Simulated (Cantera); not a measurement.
Transport properties of process gases

Gas mixture: C3H8 = 0.64 (molar parts), at 0.000120 bar, frozen composition.

Cantera's kinetic-theory transport with the Lennard-Jones parameters of GRI-Mech 3.0, ideal gas; thermal conductivity in the mixture-averaged form. The composition is frozen, though it would react at the higher temperatures.

```csv
T (K),ρ (kg/m³),cp (J/kg/K),μ (µPa s),λ (mW/m/K),Pr,D (cm²/s) CH3,D (cm²/s) CH4,D (cm²/s) NO
400,0.000159,2134,10.9,30.7,0.756,1820,1810,1600
550,0.000116,2739,14.4,52.3,0.754,3240,3210,2820
700,9.09e-5,3237,17.5,75.0,0.757,4950,4910,4280
850,7.49e-5,3634,20.3,97.6,0.758,6930,6870,5970
1000,6.36e-5,3960,23.0,120,0.759,9160,9070,7860
1150,5.53e-5,4195,25.4,141,0.753,11600,11500,9950
1300,4.90e-5,4401,27.7,162,0.751,14300,14100,12200
1450,4.39e-5,4580,29.8,182,0.750,17200,17000,14700
```
D: mixture-averaged diffusion coefficient of that species in the mixture.
